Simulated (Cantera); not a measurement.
A closed system holds: 1 mol SiHCl3, 0.56 mol C2H4, 4.6 mol H2, equilibrated at 627 °C and 0.370 bar.

Cantera equilibrium calculation (NASA polynomials, part measured and part estimated; ideal gas, pure solids and liquids). Candidate condensed phases: C, C6H6, C7H8, C8H18, Si, SiC; 109 gas species. The tables' values for SiCl3 are old estimates; treat these amounts as uncertain. Kinetics and transport are ignored.

Base state: H2 0.779, SiCl4 0.0985, CH4 0.0700, HCl 0.0482, SiHCl3 0.00452, SiCl3 3.50e-5, SiH2Cl2 1.97e-5 (mole fractions); condensed: C(graphite) + SiC(s).

Problem. What changes in the equilibrium state with this change: temperature from 627 °C to 1800 °C?

Solution. 
| species | before | after |
|---|---|---|
| H2 | 0.779 | 0.637 |
| HCl | 0.0482 | 0.329 |
| SiCl2 | 5.94e-7 | 0.0267 |
| SiCl4 | 0.0985 | 5.57e-5 |
| CH4 | 0.0700 | 5.29e-5 |
| H | <1e-9 | 0.00345 |
| Cl | <1e-9 | 0.00132 |
| C2H2 (acetylene) | <1e-9 | 0.000782 |
| SiCl | <1e-9 | 0.000102 |
| Si | <1e-9 | 1.92e-5 |
| C(graphite), mol | 0.337 | 0.325 |
| SiC(s), mol | 0.322 | 0.782 |
The tables' values for SiCl3, SiCl are old estimates; treat these amounts as uncertain.
